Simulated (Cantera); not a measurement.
A closed system holds: 1 mol Ti(OiPr)4, 0.45 mol C3H8, 39 mol H2.

These are equilibrium values from Cantera (NASA tables, ideal gas, pure condensed phases), not measurements of a reactor. Candidate condensed phases: C, C6H6, C7H8, C8H18, H2O, Ti, TiC, TiO, TiO2, Ti2O3, Ti3O5, Ti4O7; 113 gas species. The feed counts by its element totals alone. TiC: taken at fixed stoichiometry. Condensed phases not in the tables: Magnéli phases beyond Ti4O7. The numbers say what is thermodynamically allowed, not how fast it happens.

Task: What condenses at these points (T in °C, P in Pa): (1675, 520); (1525, 100000); (1750, 1900); (925, 100000); (1150, 37); (1000, 27000)?

Result: 
```
T (°C)  P in Pa  condensed phases  Ti condensed (%)
------  -------  ----------------  ----------------
1675        520           C + TiC             100.0
1525     100000           C + TiC             100.0
1750       1900           C + TiC             100.0
925      100000         C + Ti4O7             100.0
1150         37           C + TiC             100.0
1000      27000         C + Ti3O5             100.0
```
